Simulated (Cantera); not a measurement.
Charge: 1 mol PbO, 0.069 mol O₂, 20 mol H₂, equilibrated at 0.100 bar.

Method: chemical equilibrium by Gibbs-energy minimisation in Cantera with the NASA 1993 tables (ideal gas, pure condensed phases). Candidate condensed phases: H₂O, Pb, PbO, PbO₂, Pb₃O₄; 12 gas species. Equilibrium is a limit: real reactors are often held back by kinetics, nucleation or transport.

Problem. Which condensed phases are stable at each of these points (T (K)): 848, 898, 948, 998, 1048, 1098, 1148, 1198, 1248, 1298, 1348?

Solution. 
```csv
T (K),condensed phases,Pb condensed (%)
848,Pb(l),100.0
898,Pb(l),100.0
948,Pb(l),99.9
998,Pb(l),99.7
1048,Pb(l),99.1
1098,Pb(l),97.7
1148,Pb(l),94.4
1198,Pb(l),87.4
1248,Pb(l),73.7
1298,Pb(l),47.5
1348,gas only,0.0
```

From 848 K to 1298 K the condensed part is Pb(l). At 1348 K nothing is condensed.
